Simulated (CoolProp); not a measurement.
Vapour pressure (MPa) of vinyl chloride: the reference equation beside estimates from Tc = 425.0 K, pc = 5.600 MPa, ω = 0.160. Clausius-Clapeyron is anchored at 347.9 K with a constant enthalpy of vaporisation of 16.86 kJ/mol.

Computed with CoolProp (reference Helmholtz-energy equation of state, Thol 2022).

```csv
T (K),reference,Lee-Kesler,Clausius-Clapeyron,van der Waals,Redlich-Kwong,Soave-Redlich-Kwong,Peng-Robinson
338.9,1.139,1.148,1.190,2.115,1.346,…,1.142
343.4,1.260,1.271,1.287,2.248,1.478,1.279,1.265
347.9,1.390,1.402,1.390,2.386,1.618,1.413,1.397
352.4,1.529,1.543,1.497,2.529,1.767,1.556,1.538
356.9,…,1.694,1.610,2.677,1.926,1.710,1.690
361.3,1.835,1.851,1.725,2.827,2.090,1.871,…
365.8,2.006,2.023,1.848,2.986,2.267,2.046,2.023
370.3,2.188,2.207,1.977,3.150,2.454,2.233,2.209
```

### Question
What belongs in the gaps?

### Answer

- 338.9, Soave-Redlich-Kwong: 1.155
- 356.9, reference: 1.679
- 361.3, Peng-Robinson: 1.849

Absolute difference from the reference over all 8 rows, mean and median: Lee-Kesler 0.9 and 0.9 %, Clausius-Clapeyron 4.5 and 4.3 %, van der Waals 63.4 and 62.4 %, Redlich-Kwong 15.2 and 15.1 %, Soave-Redlich-Kwong 1.8 and 1.8 %, Peng-Robinson 0.6 and 0.6 %.
